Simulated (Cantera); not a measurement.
Charge: 1 mol CO, 0.38 mol H₂, 0.019 mol O₂, equilibrated at 2048.15 K and 0.0133 bar.

Cantera equilibrium calculation (NASA polynomials, part measured and part estimated; ideal gas, pure solids and liquids). Kinetics and transport are ignored.

| species | before | after |
|---|---|---|
| H₂ | 0.252 | 0.964 |
| H | 0.00974 | 0.0191 |
| CO | 0.711 | 0.0156 |
| H₂O | 0.0172 | 1.95e-8 |
| CO₂ | 0.0102 | <1e-9 |
| C₂H₂ (acetylene) | <1e-9 | 0.00101 |
| OH | 7.23e-5 | <1e-9 |
| C(graphite), mol | 0 | 0.957 |
Gas species are given as mole fractions.

Problem. Which change was made?
(A) CO replaced by CH₄
(B) temperature from 2048.15 K to 1848 K
(C) H₂ from 0.38 to 12 mol
(D) temperature from 2048.15 K to 1200 K

Solution. A, CO replaced by CH₄
